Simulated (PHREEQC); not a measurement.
Make-up at 80 °C: 20 mmol/kgw NH4Cl, 120 mmol/kgw KOH and 2 mmol/kgw NaCl. Closed to the air; pH follows from the charge balance.

Computed with PHREEQC (ion-association model, wateq4f.dat).

```
quantity                   before   after
------------------------  -------  ------
pH                          11.47    4.83
ionic strength (mol/kgw)    0.122  0.0220
NH4+ (mol/kgw)            6.10e-6  0.0200
SI of Halite (NaCl)         -6.31   -6.18
```

Task: What was changed between the two runs?
A) diluted 2-fold with water
B) KOH left out
C) diluted 5-fold with water
D) NH4Cl from 0.02 to 0.002 mol/kgw
E) temperature from 80 to 75 °C

Result: B, KOH left out

No solid was allowed to form. At this temperature some constants are extrapolated from 25 °C, and those without enthalpy data are left unchanged.
